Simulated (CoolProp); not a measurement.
Isopentane along the isotherm 150.55 °C: density (kg/m³) from the reference equation and from simpler models built on Tc = 187.2 °C, pc = 3.378 MPa, ω = 0.227; each cubic takes its own stable root.

The numbers come from the reference Helmholtz-energy equation of state, Lemmon 2006 in CoolProp. It is a short technical equation, of lower accuracy than the large ones.

```csv
p (MPa),phase,reference
0.563,gas,12.53
1.13,gas,28.05
1.69,gas,49.18
2.25,liquid,446.9
2.82,liquid,452.9
3.38,liquid,458.0
3.94,liquid,462.7
4.5,liquid,466.8
5.07,liquid,470.8
5.63,liquid,474.3
6.19,liquid,477.7
6.76,liquid,480.8
7.32,liquid,483.8
7.88,liquid,486.6
8.45,liquid,489.3
```

Problem. How far does each simpler model (van der Waals, Peng-Robinson) lie from the reference over these 15 states: mean and median of the absolute difference, and the worst?

Solution. 
- van der Waals: mean 31.4 %, median 32.8 %, worst -84.2 % at 150.55 °C and 2.25 MPa
- Peng-Robinson: mean 1.5 %, median 1.1 %, worst -3.6 % at 150.55 °C and 2.25 MPa

At some of these states van der Waals gives the other phase, because its saturation line lies elsewhere.
